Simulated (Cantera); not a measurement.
A perfectly stirred reactor is fed with CH₄ : N₂ = 1 : 3.2 (molar parts), at 0.000464 atm; it is held at 1950 K, and followed from long to short residence time.

Detailed kinetics in Cantera: GRI-Mech 3.0 (53 species, 325 reactions). GRI-Mech 3.0 stops at C3 and has no aromatics, soot or wall deposition, so with more carbon than oxygen in the feed, carbon stays in small species such as C2H2 where larger ones or solid carbon would form. Radical loss at walls, strong at low pressure, is not modelled.

Predict: x(CH₄) at τ = 2.20 s; x(CH₂) at τ = 2.20 s; x(HCN) at τ = 2.20 s; x(CH₃) at τ = 2.20 s; x(C₂H₄) at τ = 2.20 s; x(CH₄) at τ = 24.0 ms; x(CH₂) at τ = 24.0 ms; x(CH₃) at τ = 24.0 ms; x(C₂H₄) at τ = 24.0 ms.


```
Item                      Result
----------------------  --------
x(CH₄) at τ = 2.20 s      0.0450
x(CH₂) at τ = 2.20 s     1.36e-5
x(HCN) at τ = 2.20 s     1.83e-5
x(CH₃) at τ = 2.20 s     0.00373
x(C₂H₄) at τ = 2.20 s    0.00103
x(CH₄) at τ = 24.0 ms      0.235
x(CH₂) at τ = 24.0 ms    1.14e-6
x(CH₃) at τ = 24.0 ms    0.00214
x(C₂H₄) at τ = 24.0 ms  0.000238
```
